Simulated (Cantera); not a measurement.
Ignition delay

Mixture: CH4 : CO : O2 : N2 : CO2 = 1 : 0.3 : 1.07 : 4.04 : 0.17 (molar parts), equivalence ratio 2.0, at 5.00 bar, adiabatic and at constant volume. Ignition delay is the time to a rise of 400 K.

Model: GRI-Mech 3.0 (53 species, 325 reactions), integrated in Cantera.

```json
[
 {"T0 (K)": "1275", "delay (ms)": "7.61"},
 {"T0 (K)": "1375", "delay (ms)": "2.14"},
 {"T0 (K)": "1475", "delay (ms)": "0.671"},
 {"T0 (K)": "1575", "delay (ms)": "0.232"},
 {"T0 (K)": "1675", "delay (ms)": "0.0898"},
 {"T0 (K)": "1775", "delay (ms)": "0.0391"}
]
```

```
Quantity                                                 Value
--------------------------------------------------  ----------
apparent activation energy between 1575 and 1775 K  210 kJ/mol
```
